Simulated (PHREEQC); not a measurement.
Synthetic water in mmol/kgw, 20 °C, pH 5.63, pe 8.4:

| constituent | mmol/kgw |
|---|---|
| Na | 0.204 |
| K | 0.0127 |
| Ca | 0.0194 |
| Mg | 0.00301 |
| Cl | 0.022 |
| S(6) | 0.0382 |
| Alkalinity (meq/kgw) | 0.158 |
| Pb | 0.00196 |

Valence states are taken as typed.

Equilibrium calculation in PHREEQC: ion-association model, phreeqc.dat.

| quantity | before | after |
|---|---|---|
| CO2 (mol/kgw) | 0.000885 | 0.000745 |
| Pb+2 (mol/kgw) | 1.65e-6 | 1.60e-6 |
| PbHCO3+ (mol/kgw) | 1.93e-7 | 1.86e-7 |
| CaSO4 (mol/kgw) | 1.06e-7 | 1.45e-7 |
| PbCO3 (mol/kgw) | 7.43e-8 | 1.26e-7 |
| NaSO4- (mol/kgw) | 3.47e-8 | 4.54e-8 |
| SI of Cerussite (PbCO3) | -1.18 | -1.48 |
| SI of Anglesite (PbSO4) | -2.46 | -2.71 |

Which change was made?
A) Pb from 0.00196 to 0.00588 mmol/kgw
B) pH from 5.63 to 5.5 at the same alkalinity
C) temperature from 20 to 70 °C at the same typed pH
D) Na from 0.204 to 0.408 mmol/kgw

C, temperature from 20 to 70 °C at the same typed pH

No solid was allowed to form. Away from 25 °C the constants follow the database's enthalpies or fits; those with neither stay at their 25 °C values.
